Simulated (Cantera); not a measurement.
An isothermal, constant-pressure homogeneous reactor starts with 53.5 % NO, 46.5 % N2, at 2023 K and 0.133 bar.

Model: GRI-Mech 3.0 (53 species, 325 reactions), integrated in Cantera.

One state of this run: x NO = 0.448; x O2 = 0.0431; x O = 0.000516; x N2 = 0.509; x N2O = 8.01e-5. x: mole fraction; the columns are a selection and need not sum to one.

Q: Which value of t (s) does it belong to?
(A) 0.00591
(B) 0.0262
(C) 45.1
(D) 0.516

A: D, 0.516
